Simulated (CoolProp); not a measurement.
Properties of m-xylene at several states (Tc = 343.7 °C, pc = 3.535 MPa, ω = 0.326).

Model: reference Helmholtz-energy equation of state, Zhou 2012, in CoolProp.

```tsv
T (°C)	p (MPa)	phase	cv (kJ/(kg K))	isothermal compressibility (1/MPa)	expansivity (1/kK)	viscosity (µPa s)	conductivity (mW/(m K))
41.15	0.0848	liquid	___	___	1.030	___	___
-39.75	0.761	liquid	1.159	0.0005613	___	1610	___
245.55	0.0864	gas	1.885	11.76	2.035	11.2	30.6
206.95	0.0103	gas	___	97.33	2.101	10.3	26.4
```

Question: Some entries are withheld; supply them.

Answer: 
- 41.15, cv (kJ/(kg K)): 1.357
- 41.15, isothermal compressibility (1/MPa): 0.0009707
- 41.15, viscosity (µPa s): 488
- 41.15, conductivity (mW/(m K)): 126
- -39.75, expansivity (1/kK): 0.9083
- -39.75, conductivity (mW/(m K)): 145
- 206.95, cv (kJ/(kg K)): 1.767

Viscosity comes from a separate model (Cao 2016). Thermal conductivity comes from a separate model (Mylona 2014).
